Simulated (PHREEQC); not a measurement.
Synthetic water in mmol/kgw, 25 °C, pH 6.24, pe 10.3:

| constituent | mmol/kgw |
|---|---|
| Na | 123 |
| K | 1.56 |
| Ca | 0.0655 |
| Mg | 16.1 |
| Cl | 124 |
| S(6) | 19 |
| Alkalinity (meq/kgw) | 0.622 |
| Cu(2) | 0.35 |
| Cd | 0.0257 |

Valence states are taken as typed.

The numbers come from PHREEQC with the ion-association model, wateq4f.dat.

Precipitation was switched off in this run.

Question: What ionic strength, charge-balance error does the model give?

Answer: ionic strength 0.175 mol/kgw; charge-balance error -1.7 %.

Question: In which forms is S present?

Answer: SO4-2 67 %, MgSO4 20 %, NaSO4- 12 % of the S.

Examples of supersaturated solids here: Atacamite, Malachite. Others may be too.
